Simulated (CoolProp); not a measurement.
Methanol along the isobar 9.17 bar: density (kg/m³) from the reference equation and from simpler models built on Tc = 240.2 °C, pc = 82.16 bar, ω = 0.565; each cubic takes its own stable root.

The numbers come from the reference Helmholtz-energy equation of state, de Reuck 1993 in CoolProp.

| T (°C) | phase | reference |
|---|---|---|
| -84.05 | liquid | 891.7 |
| -72.75 | liquid | 880.4 |
| -61.45 | liquid | 869.2 |
| -50.25 | liquid | 858.3 |
| -38.95 | liquid | 847.3 |
| -27.65 | liquid | 836.5 |
| -16.45 | liquid | 825.9 |
| -5.15 | liquid | 815.3 |
| 6.15 | liquid | 804.7 |
| 17.35 | liquid | 794.3 |
| 28.65 | liquid | 783.7 |
| 39.95 | liquid | 773.1 |

How far does each simpler model (van der Waals, Redlich-Kwong, Soave-Redlich-Kwong) lie from the reference over these 12 states: mean and median of the absolute difference, and the worst?


- van der Waals: mean 51.1 %, median 51.1 %, worst -51.5 % at -84.05 °C and 9.17 bar
- Redlich-Kwong: mean 27.5 %, median 27.4 %, worst -28.1 % at 39.95 °C and 9.17 bar
- Soave-Redlich-Kwong: mean 23.8 %, median 23.6 %, worst -25.5 % at -84.05 °C and 9.17 bar
